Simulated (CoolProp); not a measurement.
Fluorine along the isotherm 154.9 K: density (kg/m³) from the reference equation and from simpler models built on Tc = 144.4 K, pc = 5240 kPa, ω = 0.045; each cubic takes its own stable root.

Model: reference Helmholtz-energy equation of state, de Reuck 1990, in CoolProp.

```tsv
p (kPa)	phase	reference	ideal gas	Redlich-Kwong
24.9	gas	0.7355	0.7346	0.7356
47.1	gas	1.393	1.390	1.393
89.3	gas	2.646	2.635	2.647
169	gas	5.029	4.986	5.031
321	gas	9.627	9.470	9.636
609	gas	18.55	17.97	18.58
1150	gas	36.12	33.93	36.22
2190	gas	73.54	64.61	73.83
4150	gas	164.2	122.4	165.1
7860	supercritical	616.7	231.9	574.9
```
